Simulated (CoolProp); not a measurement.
Properties of the fluoroketone C6F12O (FK-5-1-12) at several states.

Computed with CoolProp (reference Helmholtz-energy equation of state, McLinden 2015).

| T (K) | p (kPa) | phase | cp (kJ/(kg K)) | speed of sound (m/s) | Joule-Thomson coefficient (K/MPa) | isothermal compressibility (1/MPa) |
|---|---|---|---|---|---|---|
| 266 | 11.1 | liquid | 1.090 | ? | ? | 0.001997 |
| 279.7 | 1750 | liquid | 1.090 | ? | ? | 0.002261 |
| 353.3 | 10200 | liquid | ? | ? | ? | ? |

Task: Fill in the missing entries.

Result: 
- 266, speed of sound (m/s): 606.6
- 266, Joule-Thomson coefficient (K/MPa): -0.3028
- 279.7, speed of sound (m/s): 574.5
- 279.7, Joule-Thomson coefficient (K/MPa): -0.2908
- 353.3, cp (kJ/(kg K)): 1.119
- 353.3, speed of sound (m/s): 444.5
- 353.3, Joule-Thomson coefficient (K/MPa): -0.2084
- 353.3, isothermal compressibility (1/MPa): 0.004093
